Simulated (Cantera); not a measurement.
Feed: 1 mol FeS₂, 0.34 mol H₂S, 0.92 mol N₂, equilibrated at 3.30 bar.

Equilibrium computed with Cantera from the NASA thermochemical tables; the gas is ideal and each condensed phase is pure. Candidate condensed phases: Fe, FeS, FeS₂, S; 16 gas species. FeS: taken at fixed stoichiometry. Kinetics and transport are ignored.

x: gas mole fraction; n: condensed amount in mol.

| T (°C) | x N₂ | x S₂ | x H₂S | x H₂ | x SH | x S | n FeS(s) | n FeS(l) |
|---|---|---|---|---|---|---|---|---|
| 1050 | 0.518 | 0.290 | 0.173 | 0.0184 | ? | 1.18e-6 | 1.00 | 0 |
| 1100 | 0.516 | 0.292 | 0.167 | 0.0238 | ? | 2.42e-6 | 1.00 | 0 |
| 1150 | 0.515 | 0.294 | 0.160 | 0.0301 | ? | 4.74e-6 | 1.00 | 0 |
| 1200 | 0.513 | 0.297 | 0.152 | 0.0370 | ? | 8.87e-6 | 0 | 1.00 |
| 1250 | 0.511 | 0.299 | 0.143 | 0.0443 | ? | 1.59e-5 | 0 | 1.00 |
| 1300 | 0.509 | 0.302 | 0.135 | 0.0520 | ? | 2.76e-5 | 0 | 1.00 |
| 1350 | 0.507 | 0.304 | 0.126 | 0.0599 | ? | 4.63e-5 | 0 | 1.00 |
| 1400 | 0.504 | 0.307 | 0.117 | 0.0676 | ? | 7.52e-5 | 0 | 1.00 |
| 1450 | 0.502 | 0.309 | 0.108 | 0.0752 | ? | 0.000119 | 0 | 1.00 |
| 1500 | 0.500 | 0.311 | 0.0992 | 0.0825 | ? | 0.000183 | 0 | 1.00 |
| 1550 | 0.498 | 0.313 | 0.0910 | 0.0893 | ? | 0.000275 | 0 | 1.000 |

### Question
Fill in the missing entries.

### Answer

- 1050, x SH: 0.000533
- 1100, x SH: 0.000780
- 1150, x SH: 0.00110
- 1200, x SH: 0.00152
- 1250, x SH: 0.00204
- 1300, x SH: 0.00268
- 1350, x SH: 0.00343
- 1400, x SH: 0.00432
- 1450, x SH: 0.00533
- 1500, x SH: 0.00648
- 1550, x SH: 0.00777
